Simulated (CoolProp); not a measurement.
Cyclopropane along the isotherm 473 K: Z from the reference equation and from simpler models built on Tc = 398.7 K, pc = 5.605 MPa, ω = 0.131; each cubic takes its own stable root.

Model: reference Helmholtz-energy equation of state, Polt 1992, in CoolProp. This equation is an older, rougher fit; its heat capacities, sound speeds and derivatives of the liquid may be far off and weren't checked against measurements.

| p (MPa) | phase | reference |
|---|---|---|
| 3.11 | gas | 0.8803 |
| 6.22 | supercritical | 0.7524 |
| 9.33 | supercritical | 0.6198 |
| 12.4 | supercritical | 0.5302 |
| 15.6 | supercritical | 0.5207 |
| 18.7 | supercritical | 0.5503 |
| 21.8 | supercritical | 0.5928 |
| 24.9 | supercritical | 0.6401 |
| 28 | supercritical | 0.6896 |

Task: How far does each simpler model (Redlich-Kwong, Peng-Robinson) lie from the reference over these 9 states: mean and median of the absolute difference, and the worst?

Result: 
- Redlich-Kwong: mean 4.0 %, median 5.7 %, worst +6.9 % at 473 K and 18.7 MPa
- Peng-Robinson: mean 1.9 %, median 1.5 %, worst +4.5 % at 473 K and 15.6 MPa
